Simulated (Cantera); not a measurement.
# Hydrocarbon pyrolysis for carbon deposition

An isothermal, constant-pressure homogeneous reactor starts with 6.25 % CH4, 93.8 % H2, at 1598 K and 130 Pa.

Computed with Cantera and GRI-Mech 3.0 (53 species, 325 reactions). GRI-Mech 3.0 stops at C3 and has no aromatics, soot or wall deposition, so with more carbon than oxygen in the feed, carbon stays in small species such as C2H2 where larger ones or solid carbon would form. Radical loss at walls, strong at low pressure, is not modelled.

```
t (s)      x CH4   x H2    x C2H4     x C2H     x CH3       x H
--------  ------  -----  --------  --------  --------  --------
9.00e-5   0.0625  0.938    <1e-12    <1e-12   3.13e-8   3.00e-8
0.000327  0.0625  0.938    <1e-12    <1e-12   1.18e-7   1.05e-7
0.00119   0.0625  0.938    <1e-12    <1e-12   4.52e-7   3.59e-7
0.00433   0.0625  0.937  1.44e-11    <1e-12   1.68e-6   1.27e-6
0.0157    0.0625  0.937  7.93e-10    <1e-12   6.15e-6   4.57e-6
0.0572    0.0625  0.937   3.91e-8    <1e-12   2.24e-5   1.66e-5
0.208     0.0624  0.937   1.78e-6    <1e-12   8.15e-5   6.04e-5
0.756     0.0620  0.937   5.41e-5  3.14e-11  0.000300  0.000224
2.75      0.0555  0.940  0.000220   5.93e-9  0.000744  0.000623
10.0      0.0323  0.952   9.14e-5   3.68e-8  0.000523  0.000761
```
x: mole fraction; the columns are a selection and need not sum to one.

Equilibrium at this temperature and pressure: CH4 6.68e-5, H2 0.969, C2H4 4.16e-6, C2H 1.47e-7, CH3 2.05e-6, H 0.00146 (gas phase only).
